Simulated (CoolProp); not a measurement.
Vapour-liquid equilibrium of n-octane (1) + ethylbenzene (2) at 195.45 °C; x and y are mole fractions of (1).

Model: multi-fluid Helmholtz-energy mixture model, Beckmüller 2019 and Zhou 2012; pair parameters Bell 2016, in CoolProp.

Q: Give the bubble pressure and the first vapour's composition at x = 0.15, 0.45, 0.75. Is there an azeotrope?

A: x = 0.15: 0.4229 MPa, y = 0.195; x = 0.45: 0.4644 MPa, y = 0.505; x = 0.75: 0.4920 MPa, y = 0.774. No azeotrope shows between x = 0.05 and 0.95.

The pair parameters rest on a limited set of measurements; away from them the model extrapolates.
